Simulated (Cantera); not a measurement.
A closed system holds: 1 mol SiH4, 0.97 mol NH3, 3.8 mol H2, at 0.0310 bar.

These are equilibrium values from Cantera (NASA tables, ideal gas, pure condensed phases), not measurements of a reactor. Candidate condensed phases: Si, Si3N4; 18 gas species. Mutual solubility and eutectic melting of coexisting phases are not modelled. Gases not in the tables: Si2H6 and higher silanes. Kinetics and transport are ignored.

Over these rows the condensed part is Si(s) + Si3N4(s). Partial pressures as log10 of bar:

```csv
T (K),1000/T (1/K),log p Si,log p H2
1298,0.7704,-10.39,-1.51
1373,0.7283,-9.41,-1.51
1448,0.6906,-8.53,-1.51
1523,0.6566,-7.74,-1.51
1598,0.6258,-7.03,-1.51
1673,0.5977,?,-1.52
```

Question: Fit log p(Si) = a + b·(1000/T) to the five rows, give the apparent enthalpy, and predict the row at 1673 K.

Answer: Means: 1000/T = 0.6943, log p = -8.620. Sxy = -0.303981, Sxx = 0.0130744, so b = -23.25 and a = -8.620 − (-23.25)×0.6943 = 7.52.
Apparent enthalpy: −19.145 × (-23.25) = 445 kJ/mol. The condensed phases alone fix this pressure, through Si(s) = Si(g), so the slope is that reaction's ΔH° and the other gases don't enter. The five rows lie within 0.01 of the line.
Prediction at 1673 K: 7.52 + (-23.25)×0.5977 = -6.38. The computed value is -6.38, 0.00 from the line.
